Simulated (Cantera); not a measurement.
Input: 1 mol SiHCl3, 6.3 mol N2, 0.87 mol H2, equilibrated at 502 °C and 52000 Pa.

Equilibrium computed with Cantera from the NASA thermochemical tables; the gas is ideal and each condensed phase is pure. Candidate condensed phases: NH4Cl, Si, Si3N4; 28 gas species. N2 is the only nitrogen source here; it is nearly inert below about 1500 K, so the nitride shown seldom forms there in practice. Equilibrium is a limit: real reactors are often held back by kinetics, nucleation or transport.

Base state: N2 0.710, HCl 0.145, H2 0.0915, SiCl4 0.0535, NH3 4.70e-5, SiHCl3 2.19e-5 (mole fractions); condensed: Si3N4(s).

Task: What changes in the equilibrium state with this change: H2 from 0.87 to 2.9 mol?

Result: 
| species | before | after |
|---|---|---|
| N2 | 0.710 | 0.557 |
| H2 | 0.0915 | 0.233 |
| HCl | 0.145 | 0.185 |
| SiCl4 | 0.0535 | 0.0256 |
| NH3 | 4.70e-5 | 0.000169 |
| SiHCl3 | 2.19e-5 | 2.09e-5 |
| Si3N4(s), mol | 0.184 | 0.244 |

Task: What changes in the equilibrium state with this change: pressure from 52000 Pa to 5.10 Pa?

Result: 
```json
[
 {"species": "N2", "before": "0.710", "after": "0.694"},
 {"species": "HCl", "before": "0.145", "after": "0.217"},
 {"species": "H2", "before": "0.0915", "after": "0.0547"},
 {"species": "SiCl4", "before": "0.0535", "after": "0.0351"},
 {"species": "NH3", "before": "4.70e-5", "after": "2.11e-9"},
 {"species": "SiHCl3", "before": "2.19e-5", "after": "5.73e-6"},
 {"species": "Si3N4(s), mol", "before": "0.184", "after": "0.235"}
]
```
